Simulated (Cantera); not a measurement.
Charge: 1 mol Pb, a varied amount of O2, 0.34 mol H2, equilibrated at 0.000130 bar.

Equilibrium computed with Cantera from the NASA thermochemical tables; the gas is ideal and each condensed phase is pure. Candidate condensed phases: H2O, Pb, PbO, PbO2, Pb3O4; 12 gas species. Mutual solubility and eutectic melting of coexisting phases are not modelled. Kinetics and transport are ignored.

Stable condensed phases, one row left out:

```
T in °C \ n(O2) in mol
         0.056 0.064 0.074 0.086   0.1  0.12  0.13  0.15  0.18  0.21  0.24
   1350      A     A     A     A     A     A     A     A     A     A     A
   1300      A     A     A     A     A     A     A     A     A     A     A
   1250      A     A     A     A     A     A     A     A     A     A     A
   1200      A     A     A     A     A     A     A     A     A     A     A
   1150      A     A     A     A     A     A     A     A     A     A     A
   1100      A     A     A     A     A     A     A     A     A     A     A
   1050      A     A     A     A     A     A     A     A     A     A     A
   1000      A     A     A     A     A     A     A     A     A     A     A
    950      A     A     A     A     A     A     A     A     A     A     A
    900      A     A     A     A     A     A     A     A     A     A     A
    800      B     B     B     B     B     B     B     B     C     C     C
```

A: gas only; B: Pb; C: Pb + PbO.

Problem. Give the row for 850 °C.

Solution. 0.056: gas only; 0.064: gas only; 0.074: gas only; 0.086: gas only; 0.1: gas only; 0.12: gas only; 0.13: gas only; 0.15: gas only; 0.18: gas only; 0.21: gas only; 0.24: PbO.
